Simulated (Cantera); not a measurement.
A freely propagating, adiabatic, planar premixed flame of CH₃OH : O₂ : N₂ : H₂O = 1 : 1 : 2.5 : 0.0074 (molar parts), unburnt at 673 K and 218 Torr; mixture-averaged transport, grid criteria slope 0.08 and curve 0.16, no radiation.

Cantera simulation using GRI-Mech 3.0 (53 species, 325 reactions); the numbers are that mechanism's predictions, not measurements. GRI-Mech 3.0 was tuned for natural gas; its chemistry of methanol as a main component is partial and can be far from experiment. Burning velocities carry a grid error of a few per cent, more on coarse grids.

x: mole fraction of selected species; z is measured from the peak of heat release.

```tsv
z (mm)	T (K)	u (m/s)	x CH₃OH	x O₂	x NO	x CH₄	x OH	x HCN
-1.65	673	2.74	0.220	0.220	<1e-8	3.13e-7	<1e-8	<1e-8
-1.10	676	2.77	0.218	0.218	<1e-8	1.91e-6	<1e-8	<1e-8
-0.827	686	2.85	0.215	0.214	<1e-8	7.58e-6	<1e-8	<1e-8
-0.551	752	3.21	0.204	0.204	2.17e-8	4.20e-5	<1e-8	___
-0.276	1113	5.06	0.153	0.162	2.19e-7	0.000242	7.82e-6	___
-0.138	1504	7.22	0.0842	0.117	6.35e-7	0.000492	0.000297	___
0	1885	9.57	0.0171	0.0742	1.42e-6	0.000685	0.00227	___
0.138	2043	10.6	0.000732	0.0461	2.42e-6	0.000377	0.00588	1.24e-6
0.276	2082	10.8	8.99e-6	0.0272	3.39e-6	9.63e-5	0.00952	1.22e-6
0.551	2110	10.9	<1e-8	0.0110	4.80e-6	2.80e-6	0.0127	___
1.10	2134	10.9	<1e-8	0.00593	6.47e-6	<1e-8	0.0133	___
2.20	2159	11.0	<1e-8	0.00499	8.82e-6	<1e-8	0.0130	___
4.41	2195	11.2	<1e-8	0.00434	1.32e-5	<1e-8	0.0125	<1e-8
```

Task: What belongs in the gaps?

Result: 
- -0.551, x HCN: 1.43e-8
- -0.276, x HCN: 1.39e-7
- -0.138, x HCN: 3.56e-7
- 0, x HCN: 7.83e-7
- 0.551, x HCN: 6.74e-7
- 1.10, x HCN: 1.68e-7
- 2.20, x HCN: 1.53e-8
